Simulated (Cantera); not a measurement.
Feed: 1 mol CH3OH, 0.064 mol O2, equilibrated at 1.40 bar.

Equilibrium computed with Cantera from the NASA thermochemical tables; the gas is ideal and each condensed phase is pure. Candidate condensed phases: C, C6H6, C7H8, C8H18, H2O; 110 gas species. Kinetics and transport are ignored. All values below are at 1125 K.

Base state: H2 0.626, CO 0.315, H2O 0.0352, CO2 0.0161, CH4 0.00797 (mole fractions); condensed: gas only.

### Question
What changes in the equilibrium state with this change: CH3OH replaced by C3H6?

### Answer
```
species            before     after
----------------  -------  --------
H2                  0.626     0.923
CO                  0.315    0.0390
CH4               0.00797    0.0344
H2O                0.0352   0.00324
CO2                0.0161  0.000124
C(graphite), mol        0      2.78
```

### Question
What changes in the equilibrium state with this change: CH3OH replaced by toluene?

### Answer
```
species            before    after
----------------  -------  -------
H2                  0.626    0.933
CH4               0.00797   0.0351
CO                  0.315   0.0296
H2O                0.0352  0.00248
CO2                0.0161  7.15e-5
C(graphite), mol        0     6.74
```
